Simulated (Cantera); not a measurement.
# Ignition delay

Mixture: CH3OH : O2 : N2 = 1 : 2.94 : 11.1 (molar parts), equivalence ratio 0.51, at 25.0 bar, adiabatic and at constant pressure. Ignition delay is the time to a rise of 400 K.

Model: GRI-Mech 3.0 (53 species, 325 reactions), integrated in Cantera. GRI-Mech 3.0 was tuned for natural gas; its chemistry of methanol as a main component is partial and can be far from experiment. The pressure lies above the range GRI-Mech 3.0 was tuned for (to about 10 atm).

```tsv
T0 (K)	delay (ms)
1050	17.1
1150	2.26
1250	0.417
1350	0.103
1450	0.0325
1550	0.0127
1650	0.00577
1750	0.00294
1850	0.00162
1950	0.000967
```

```
Item                                                     Value
--------------------------------------------------  ----------
apparent activation energy between 1750 and 1950 K  160 kJ/mol
```
